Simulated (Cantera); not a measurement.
# Stirred combustor or abatement burner

A perfectly stirred reactor is fed with CH3OH : O2 : N2 = 1 : 2.73 : 10.3 (molar parts), equivalence ratio 0.55, at 0.207 atm; it is adiabatic with a 398 K inlet, and is followed from long to short residence time, starting on the burning branch (τ in s: 0.035, 0.018, 0.0097, 0.0051, 0.0027, 0.0014, 0.00074, 0.00039, 0.00021, 0.00011, 5.7e-05, 3e-05).

Computed with Cantera and GRI-Mech 3.0 (53 species, 325 reactions). GRI-Mech 3.0 was tuned for natural gas; its chemistry of methanol as a main component is partial and can be far from experiment.

```
τ (s)    T (K)   x CH3OH    x O2   x CO2   x C2H     x NO2     x CO
-------  -----  --------  ------  ------  ------  --------  -------
0.035     1654   1.43e-5  0.0848  0.0661  <1e-12   1.66e-9  0.00250
0.018     1636   2.26e-5  0.0852  0.0648  <1e-12   1.20e-9  0.00360
0.0097    1616   3.59e-5  0.0858  0.0633  <1e-12  9.26e-10  0.00506
0.0051    1589   6.23e-5  0.0870  0.0608  <1e-12  7.40e-10  0.00734
0.0027    1556  0.000123  0.0892  0.0566  <1e-12  6.21e-10   0.0113
0.0014     398    0.0713   0.195  <1e-12  <1e-12    <1e-12   <1e-12
0.00074    398    0.0713   0.195  <1e-12  <1e-12    <1e-12   <1e-12
0.00039    398    0.0713   0.195  <1e-12  <1e-12    <1e-12   <1e-12
0.00021    398    0.0713   0.195  <1e-12  <1e-12    <1e-12   <1e-12
0.00011    398    0.0713   0.195  <1e-12  <1e-12    <1e-12   <1e-12
5.7e-5     398    0.0713   0.195  <1e-12  <1e-12    <1e-12   <1e-12
3.0e-5     398    0.0713   0.195  <1e-12  <1e-12    <1e-12   <1e-12
```
x: mole fraction; the columns are a selection and need not sum to one.
